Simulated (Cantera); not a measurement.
**Equilibrium for abatement and gas-phase synthesis: PH3 + H2O + O2**

Charge: 1 mol PH3, a varied amount of H2O, 0.39 mol O2, at 1700 K and 2550 Torr.

Cantera equilibrium calculation (NASA polynomials, part measured and part estimated; ideal gas, pure solids and liquids). Candidate condensed phases: H2O, P, P4O10; 17 gas species. Gases not in the tables: HPO2, HPO3 and P4O6. Equilibrium is a limit: real reactors are often held back by kinetics, nucleation or transport.

From 0.68 mol H2O to 3.2 mol H2O nothing is condensed.

```json
[
 {"n(H2O) (mol)": "0.68", "log p H2O": "0.15", "log p H2": "0.11", "log p P2": "-0.36", "log p PO2": "-0.79", "log p PO": "-1.13", "log p P4": "-1.54"},
 {"n(H2O) (mol)": "0.77", "log p H2O": "0.15", "log p H2": "0.11", "log p P2": "-0.38", "log p PO2": "-0.77", "log p PO": "-1.12", "log p P4": "-1.58"},
 {"n(H2O) (mol)": "0.88", "log p H2O": "0.16", "log p H2": "0.10", "log p P2": "-0.40", "log p PO2": "-0.75", "log p PO": "-1.12", "log p P4": "-1.63"},
 {"n(H2O) (mol)": "1", "log p H2O": "0.17", "log p H2": "0.10", "log p P2": "-0.43", "log p PO2": "-0.74", "log p PO": "-1.12", "log p P4": "-1.68"},
 {"n(H2O) (mol)": "1.1", "log p H2O": "0.18", "log p H2": "0.09", "log p P2": "-0.45", "log p PO2": "-0.72", "log p PO": "-1.12", "log p P4": "-1.73"},
 {"n(H2O) (mol)": "1.3", "log p H2O": "0.20", "log p H2": "0.08", "log p P2": "-0.49", "log p PO2": "-0.70", "log p PO": "-1.12", "log p P4": "-1.81"},
 {"n(H2O) (mol)": "1.5", "log p H2O": "0.21", "log p H2": "0.08", "log p P2": "-0.53", "log p PO2": "-0.69", "log p PO": "-1.12", "log p P4": "-1.89"},
 {"n(H2O) (mol)": "1.7", "log p H2O": "0.22", "log p H2": "0.07", "log p P2": "-0.57", "log p PO2": "-0.67", "log p PO": "-1.12", "log p P4": "-1.97"},
 {"n(H2O) (mol)": "1.9", "log p H2O": "0.23", "log p H2": "0.06", "log p P2": "-0.61", "log p PO2": "-0.66", "log p PO": "-1.13", "log p P4": "-2.05"},
 {"n(H2O) (mol)": "2.2", "log p H2O": "0.24", "log p H2": "0.06", "log p P2": "-0.67", "log p PO2": "-0.65", "log p PO": "-1.13", "log p P4": "-2.17"},
 {"n(H2O) (mol)": "2.5", "log p H2O": "0.25", "log p H2": "0.05", "log p P2": "-0.73", "log p PO2": "-0.64", "log p PO": "-1.14", "log p P4": "-2.28"},
 {"n(H2O) (mol)": "2.8", "log p H2O": "0.26", "log p H2": "0.04", "log p P2": "-0.78", "log p PO2": "-0.63", "log p PO": "-1.16", "log p P4": "-2.39"},
 {"n(H2O) (mol)": "3.2", "log p H2O": "0.27", "log p H2": "0.03", "log p P2": "-0.86", "log p PO2": "-0.63", "log p PO": "-1.17", "log p P4": "-2.54"}
]
```
log p: log10 of the partial pressure in bar; nothing condenses.
